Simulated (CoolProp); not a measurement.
C3F8 (R218) at 165.15 K and 5.35 MPa is throttled through a valve to 2.04 MPa with no heat exchange. Each further row changes one setting.

Values from CoolProp's reference Helmholtz-energy equation of state, Lemmon 2006. It is a short technical equation, of lower accuracy than the large ones.

```tsv
case	temperature change (K)	final density (kg/m³)
as stated	…	1870
outlet pressure 0.612 MPa	…	…
outlet pressure 2.65 MPa	…	1870
```

Question: Complete the blanks.

Answer: 
- as stated, temperature change (K): +1.5
- outlet pressure 0.612 MPa, temperature change (K): +2.1
- outlet pressure 0.612 MPa, final density (kg/m³): 1860
- outlet pressure 2.65 MPa, temperature change (K): +1.2
